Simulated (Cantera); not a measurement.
Feed: 1 mol SiH4, 0.79 mol HCl, 290 mol N2, held at 8.60 mbar.

Method: chemical equilibrium by Gibbs-energy minimisation in Cantera with the NASA 1993 tables (ideal gas, pure condensed phases). Candidate condensed phases: NH4Cl, Si, Si3N4; 28 gas species. N2 is the only nitrogen source here; it is nearly inert below about 1500 K, so the nitride shown seldom forms there in practice. The numbers say what is thermodynamically allowed, not how fast it happens. All values below are at 1273 K.

Base state: N2 0.990, H2 0.00685, HCl 0.00270 (mole fractions); condensed: Si3N4(s).

### Question
What changes in the equilibrium state with this change: SiH4 replaced by SiH2Cl2?

### Answer
| species | before | after |
|---|---|---|
| N2 | 0.990 | 0.991 |
| HCl | 0.00270 | 0.00806 |
| H2 | 0.00685 | 0.000743 |
| SiCl2 | 2.55e-6 | 0.000210 |
| SiCl4 | 3.04e-8 | 0.000205 |
| SiCl3 | 1.09e-7 | 8.10e-5 |
| Si3N4(s), mol | 0.333 | 0.285 |
The tables' values for SiCl3 are old estimates; treat these amounts as uncertain.
